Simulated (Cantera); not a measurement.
**Equilibrium for chemical vapour transport: Si + HCl + N2**

Feed: 1 mol Si, 0.069 mol HCl, 0.85 mol N2, at 1 atm.

Cantera equilibrium calculation (NASA polynomials, part measured and part estimated; ideal gas, pure solids and liquids). Candidate condensed phases: NH4Cl, Si, Si3N4; 28 gas species. N2 is the only nitrogen source here; it is nearly inert below about 1500 K, so the nitride shown seldom forms there in practice. The tables' values for SiCl3 are old estimates; treat these amounts as uncertain. The numbers say what is thermodynamically allowed, not how fast it happens.

From 1123 K to 1573 K the condensed part is Si3N4(s). The main Si-bearing gas is SiCl4 throughout.

| T (K) | x N2 | x HCl | x H2 | x SiCl4 | n Si3N4(s) |
|---|---|---|---|---|---|
| 1123 | 0.755 | 0.151 | 0.0626 | 0.0312 | 0.331 |
| 1173 | 0.754 | 0.154 | 0.0612 | 0.0303 | 0.331 |
| 1223 | 0.754 | 0.156 | 0.0599 | 0.0296 | 0.331 |
| 1273 | 0.753 | 0.158 | 0.0587 | 0.0288 | 0.331 |
| 1323 | 0.753 | 0.160 | 0.0577 | 0.0279 | 0.331 |
| 1373 | 0.752 | 0.162 | 0.0568 | 0.0269 | 0.331 |
| 1423 | 0.752 | 0.163 | 0.0561 | 0.0257 | 0.331 |
| 1473 | 0.751 | 0.163 | 0.0557 | 0.0241 | 0.331 |
| 1523 | 0.751 | 0.163 | 0.0556 | 0.0220 | 0.331 |
| 1573 | 0.750 | 0.161 | 0.0559 | 0.0194 | 0.331 |
x: gas mole fraction; n: condensed amount in mol.
